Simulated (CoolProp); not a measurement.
A closed Brayton cycle with carbon dioxide: compressor inlet 330.15 K and 8.6 MPa, high pressure 20.4 MPa, turbine inlet 900 K, compressor efficiency 0.89, turbine efficiency 0.93, recuperator effectiveness 0 (on enthalpy, no pinch check). Each further row changes one setting.

Computed with CoolProp (reference Helmholtz-energy equation of state, Span 1996).

| case | thermal efficiency (%) | net work (kJ/kg) | compressor to turbine work | compressor exit (K) | turbine exit (K) |
|---|---|---|---|---|---|
| as stated | (withheld) | 87.1 | 0.33 | 402.5 | 787.0 |
| turbine inlet 850 K | 13.6 | 79.2 | (withheld) | 402.5 | 741.0 |
| compressor inlet 340.15 K | 13.3 | 82.1 | 0.37 | 417.1 | 787.0 |
| high pressure 17.3 MPa | (withheld) | 72.9 | 0.32 | (withheld) | 808.0 |
| recuperator effectiveness 0.5 | (withheld) | 87.1 | 0.33 | 402.5 | 787.0 |

Problem. Some entries are withheld; supply them.

Solution. 
- as stated, thermal efficiency (%): 13.5
- turbine inlet 850 K, compressor to turbine work: 0.35
- high pressure 17.3 MPa, thermal efficiency (%): 11.1
- high pressure 17.3 MPa, compressor exit (K): 388.4
- recuperator effectiveness 0.5, thermal efficiency (%): 20.7
